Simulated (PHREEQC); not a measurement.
Leach liquor

Solution (25 °C): 5.1 mmol/kgw H2SO4, 4.5 mmol/kgw CuSO4 and 1.1 mmol/kgw MgSO4. Closed to the air; pH follows from the charge balance.

Equilibrium calculation in PHREEQC: ion-association model, wateq4f.dat.

```
Quantity                   Value
----------------  --------------
pH                          2.18
ionic strength    0.0259 mol/kgw
total alkalinity    -10.2 meq/kg
```

| species | molality | activity | log γ |
|---|---|---|---|
| H+ | 0.00755 | 0.00664 | -0.056 |
| SO4-2 | 0.00641 | 0.00352 | -0.260 |
| Cu+2 | 0.00321 | 0.00181 | -0.249 |
| HSO4- | 0.00265 | 0.00227 | -0.066 |
| CuSO4 | 0.00129 | 0.00130 | 0.003 |
| Mg+2 | 0.000752 | 0.000424 | -0.249 |
| MgSO4 | 0.000348 | 0.000350 | 0.003 |
| CuOH+ | 3.18e-9 | 2.72e-9 | -0.068 |

Precipitation was switched off in this run. Species that the database lacks are ignored.
